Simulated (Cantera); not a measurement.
Oxide etching and cleaning by halides: CaO + Cl2 + N2

Input: 1 mol CaO, 1.9 mol Cl2, a varied amount of N2, equilibrated at 13300 Pa.

Cantera equilibrium calculation (NASA polynomials, part measured and part estimated; ideal gas, pure solids and liquids). Candidate condensed phases: Ca, CaCl2, CaO; 17 gas species. Condensed phases not in the tables: oxide chlorides. Equilibrium is a limit: real reactors are often held back by kinetics, nucleation or transport.

Task: Map the stable condensed phases over T = 1073, 1148, 1223, 1298, 1373, 1448, 1523, 1598, 1673, 1748, 1823 K and n(N2) in mol = 1.1, 1.8, 2.9, 4.6, 7.4, 12, 19.

Result: 
```
T in K \ n(N2) in mol
         1.1 1.8 2.9 4.6 7.4  12  19
   1823    A   A   A   A   A   A   A
   1748    B   A   A   A   A   A   A
   1673    B   B   B   B   A   A   A
   1598    B   B   B   B   B   B   B
   1523    B   B   B   B   B   B   B
   1448    B   B   B   B   B   B   B
   1373    B   B   B   B   B   B   B
   1298    B   B   B   B   B   B   B
   1223    B   B   B   B   B   B   B
   1148    B   B   B   B   B   B   B
   1073    B   B   B   B   B   B   B
```
A: gas only; B: CaCl2.
